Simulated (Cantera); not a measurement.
Hydrocarbon pyrolysis for carbon deposition

An isothermal, constant-pressure homogeneous reactor starts with 1.56 % CH4, 98.4 % H2, at 1700 K and 0.160 bar.

Computed with Cantera and GRI-Mech 3.0 (53 species, 325 reactions). GRI-Mech 3.0 stops at C3 and has no aromatics, soot or wall deposition, so with more carbon than oxygen in the feed, carbon stays in small species such as C2H2 where larger ones or solid carbon would form.

| t (s) | x CH4 | x H2 | x C2H4 | x C2H | x C2H2 | x H | x C2H6 |
|---|---|---|---|---|---|---|---|
| 5.00e-5 | 0.0156 | 0.984 | 1.40e-11 | <1e-12 | <1e-12 | 3.57e-6 | 1.94e-11 |
| 0.000203 | 0.0156 | 0.984 | 8.81e-10 | <1e-12 | 5.57e-12 | 1.47e-5 | 9.47e-10 |
| 0.000822 | 0.0156 | 0.984 | 5.93e-8 | <1e-12 | 2.34e-9 | 5.92e-5 | 3.15e-8 |
| 0.00333 | 0.0155 | 0.984 | 3.00e-6 | 1.47e-12 | 1.23e-6 | 0.000211 | 3.87e-7 |
| 0.0135 | 0.0153 | 0.984 | 1.33e-5 | 1.53e-10 | 7.70e-5 | 0.000351 | 8.50e-7 |
| 0.0548 | 0.0145 | 0.985 | 1.53e-5 | 9.62e-10 | 0.000480 | 0.000354 | 7.72e-7 |
| 0.222 | 0.0119 | 0.986 | 2.13e-5 | 3.55e-9 | 0.00176 | 0.000357 | 5.28e-7 |
| 0.900 | 0.00691 | 0.988 | 3.49e-5 | 8.64e-9 | 0.00423 | 0.000362 | 1.85e-7 |
| 3.65 | 0.00279 | 0.991 | 4.83e-5 | 1.30e-8 | 0.00626 | 0.000368 | 3.72e-8 |
| 14.8 | 0.00167 | 0.991 | 5.22e-5 | 1.42e-8 | 0.00681 | 0.000369 | 1.90e-8 |
| 60.0 | 0.00165 | 0.991 | 5.23e-5 | 1.42e-8 | 0.00682 | 0.000369 | 1.87e-8 |
x: mole fraction; the columns are a selection and need not sum to one.

Equilibrium at this temperature and pressure: CH4 0.00165, H2 0.991, C2H4 5.23e-5, C2H 1.42e-8, C2H2 0.00682, H 0.000369, C2H6 1.87e-8 (gas phase only).
